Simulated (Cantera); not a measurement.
An isothermal, constant-pressure homogeneous reactor starts with CO : O₂ : H₂O : N₂ = 0.0012 : 0.03 : 0.0071 : 1 (molar parts), at 1423 K and 1.01 bar. Integrator tolerance rtol = 1e-08.

Computed with Cantera and GRI-Mech 3.0 (53 species, 325 reactions).

**Question.** What does this change do: pressure from 1.01 bar to 0.140 bar?

**Answer.** 
```json
[
 {"quantity": "x(CO) at 30.0 s", "before": "9.95e-9 (gas-phase equilibrium 9.98e-9)", "after": "2.68e-8 (gas-phase equilibrium 2.68e-8)"},
 {"quantity": "x(O₂) at 30.0 s", "before": "0.0283 (gas-phase equilibrium 0.0282)", "after": "0.0283 (gas-phase equilibrium 0.0282)"},
 {"quantity": "x(H₂O) at 30.0 s", "before": "0.00684 (gas-phase equilibrium 0.00684)", "after": "0.00684 (gas-phase equilibrium 0.00684)"},
 {"quantity": "x(OH) at 30.0 s", "before": "6.12e-6 (gas-phase equilibrium 6.11e-6)", "after": "1.00e-5 (gas-phase equilibrium 1.00e-5)"},
 {"quantity": "x(NO) at 30.0 s", "before": "1.44e-7 (gas-phase equilibrium 0.000335)", "after": "1.74e-7 (gas-phase equilibrium 0.000335)"}
]
```
